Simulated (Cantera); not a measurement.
Input (Python, Cantera) and output of one run.

```python
import numpy as np
import cantera as ct

gas_names = [...]  # 114 gases of nasa_gas.yaml made of C, Fe, H, O
cond_names = """
    C(gr) C6H6(L) C7H8(L) C8H18(L),n-octa Fe(a) Fe(c) Fe(d) Fe(L) FeC5O5(L) FeO(s) FeO(L) Fe(OH)2(s)
    Fe(OH)3(s) Fe2O3(s) Fe3O4(s) H2O(s) H2O(L)
""".split()


# ... load() reads the species with a 1 bar reference pressure and builds the phases ...
atoms = {
    'Fe3O4': {'Fe': 3, 'O': 4},
    'CH4': {'C': 1, 'H': 4},
    'H2': {'H': 2},
}
top_T = {'C(gr)': 4500, 'Fe2O3(s)': 1830, 'Fe3O4(s)': 1870}  # K; cautious upper limits of use, not melting points


# ... equilibrate(T, P, feed) seeds the gas with the atoms and calls Mixture.equilibrate('TP', solver="vcs", rtol=1e-11, max_steps=5000) ...
results = []
feed = {'Fe3O4': 1, 'CH4': 0.9, 'H2': 0.1}  # mol
T = 2250  # K
for P in [10, 52, 270, 1400, 7200, 37000, 190000, 1000000]:
    mix = equilibrate(T, P, feed)
    results.append((T, P, feed, dict(zip(mix.species_names, mix.species_moles))))

top = {s: max(r[3][s] / sum(r[3][g] for g in gas_names) for r in results) for s in gas_names}
cols = sorted((s for s in top if top[s] > 1e-06), key=lambda s: -top[s])[:7]
seen = [c for c in cond_names if any(r[3].get(c, 0) > 1e-12 for r in results)]
print("log10 of partial pressures in bar; condensed amounts in mol")
print(f"{'P/Pa':>10s}" + "".join(f"{s[:9]:>10s}" for s in cols + seen))
for T, P, feed, n in results:
    ng = sum(n[g] for g in gas_names)
    print(f"{P:10.4g}" + "".join(f"{np.log10(max(n[s] / ng * P / 1e5, 1e-99)):10.3f}" for s in cols)
          + "".join(f"{n.get(c, 0):10.4g}" for c in seen))
```

It prints:

```
log10 of partial pressures in bar; condensed amounts in mol
      P/Pa        H2        Fe        CO       H2O         H         O        O2     Fe(L)    FeO(L)
        10    -5.286    -4.442    -5.056    -5.073    -4.772    -5.030    -5.193         0         0
        52    -4.582    -3.688    -4.375    -4.045    -4.420    -4.706    -4.547         0         0
       270    -3.519    -3.049    -3.439    -3.149    -3.889    -4.873    -4.880         0     1.331
      1400    -2.388    -2.528    -2.517    -2.538    -3.323    -5.394    -5.922         0     2.204
      7200    -1.521    -2.362    -1.704    -1.837    -2.890    -5.559    -6.253    0.4053     2.409
   3.7e+04    -0.781    -2.362    -0.969    -1.098    -2.520    -5.559    -6.253    0.5567     2.409
   1.9e+05    -0.064    -2.362    -0.253    -0.380    -2.161    -5.559    -6.253    0.5849     2.408
     1e+06     0.659    -2.362     0.470     0.343    -1.800    -5.559    -6.253    0.5907     2.407
```

These are equilibrium values from Cantera (NASA tables, ideal gas, pure condensed phases), not measurements of a reactor. Each liquid is taken as pure. Mutual solubility and eutectic melting of coexisting phases are not modelled. The tables' stoichiometric FeO is somewhat more stable than real wüstite, so its field is too wide. FeO: taken at fixed stoichiometry.
